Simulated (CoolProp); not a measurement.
R134a along the isobar 501 kPa: density (kg/m³) from the reference equation and from simpler models built on Tc = 374.2 K, pc = 4059 kPa, ω = 0.327; each cubic takes its own stable root.

The numbers come from the reference Helmholtz-energy equation of state, Tillner-Roth 1994 in CoolProp.

```tsv
T (K)	phase	reference
278.9	liquid	1276
298.5	gas	23.14
318	gas	21.12
337.6	gas	19.51
357.2	gas	18.19
376.7	gas	17.07
396.3	gas	16.10
415.9	gas	15.24
435.4	gas	14.49
455	gas	13.81
```

Problem. How far does each simpler model (van der Waals, Redlich-Kwong, Soave-Redlich-Kwong, Peng-Robinson) lie from the reference over these 10 states: mean and median of the absolute difference, and the worst?

Solution. 
- van der Waals: mean 11.0 %, median 0.9 %, worst -98.1 % at 278.9 K and 501 kPa
- Redlich-Kwong: mean 10.4 %, median 0.3 %, worst -98.1 % at 278.9 K and 501 kPa
- Soave-Redlich-Kwong: mean 1.7 %, median 0.2 %, worst -13.2 % at 278.9 K and 501 kPa
- Peng-Robinson: mean 0.5 %, median 0.3 %, worst -1.6 % at 278.9 K and 501 kPa

At some of these states van der Waals, Redlich-Kwong gives the other phase, because its saturation line lies elsewhere.
